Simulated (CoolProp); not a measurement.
Vapour-liquid equilibrium of R1234ze(E) (1) + n-pentane (2) at 0.725 MPa; x and y are mole fractions of (1).

Values from CoolProp's multi-fluid Helmholtz-energy mixture model, Thol 2016 and Thol 2019; pair parameters Bell 2016.

Task: Give the bubble temperature and the first vapour's composition at x = 0.2, 0.35, 0.95. Is there an azeotrope?

Result: x = 0.2: 342.3 K, y = 0.641; x = 0.35: 329.4 K, y = 0.774; x = 0.95: 312.1 K, y = 0.974. No azeotrope shows between x = 0.05 and 0.95.

Pair parameters are fitted to limited data, so mixtures are less certain than the pure fluids.
